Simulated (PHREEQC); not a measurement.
Consider water at 89 °C with 0.0079 mol Ag2SO4 and 0.00148 mol HNO3 per kg of water. Closed to the air; pH follows from the charge balance.

Model: ion-association model, wateq4f.dat, run in PHREEQC.

This is a speciation only: nothing precipitates in the calculation.

Order these S species by the share of S that they hold, largest first: HSO4-, AgSO4-, SO4-2.

SO4-2 (72 %), AgSO4- (17 %), HSO4- (12 %)

The pH is 3.30 and the ionic strength 0.0207 mol/kgw. Away from 25 °C the constants follow the database's enthalpies or fits; those with neither stay at their 25 °C values.
